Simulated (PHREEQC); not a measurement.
Dissolve 150 mmol/kgw HF and 110 mmol/kgw NH4HF2 at 25 °C. Closed to the air; pH follows from the charge balance.

Model: ion-association model, wateq4f.dat, run in PHREEQC.

No solid was allowed to form.

**Question.** What pH, ionic strength does the model give?

**Answer.** pH 2.80; ionic strength 0.112 mol/kgw.

**Question.** In which forms is F present?

**Answer.** HF 35 %, H2F2 24 %, HF2- 20 %, F- 20 % of the F.

Species that the database lacks are ignored. wateq4f.dat counts part of the HF as a dimer, H2F2, which phreeqc.dat doesn't know; its constant is uncertain.
